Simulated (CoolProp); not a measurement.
Saturation properties of n-perfluorohexane.

The numbers come from the reference Helmholtz-energy equation of state, Gao 2022 in CoolProp.

| T (°C) | p (MPa) | liquid density (kg/m³) | vapour density (kg/m³) | enthalpy of vaporisation (kJ/kg) | liquid cp (kJ/(kg K)) |
|---|---|---|---|---|---|
| -47.15 | 0.0003224 | 1878 | 0.05803 | 111.0 | 0.9342 |
| -43.15 | 0.0004557 | 1867 | 0.08062 | 110.0 | 0.9403 |
| -39.15 | 0.0006346 | 1855 | 0.1104 | 109.0 | 0.9465 |
| -35.05 | 0.0008784 | 1844 | 0.1502 | 108.0 | 0.9529 |
| -31.05 | 0.001190 | 1833 | 0.2003 | 107.0 | 0.9591 |
| -27.05 | 0.001593 | 1822 | 0.2638 | 106.0 | 0.9653 |
| -23.05 | 0.002107 | 1811 | 0.3436 | 105.0 | 0.9716 |
| -18.95 | 0.002774 | 1800 | 0.4455 | 104.0 | 0.9780 |
| -14.95 | 0.003590 | 1789 | 0.5680 | 103.0 | 0.9843 |
| -10.95 | 0.004599 | 1778 | 0.7174 | 102.1 | 0.9906 |
| -6.95 | 0.005837 | 1766 | 0.8979 | 101.1 | 0.9968 |
| -2.85 | 0.007384 | 1755 | 1.120 | 100.1 | 1.003 |

It boils at 57.1 °C under 1 atm.
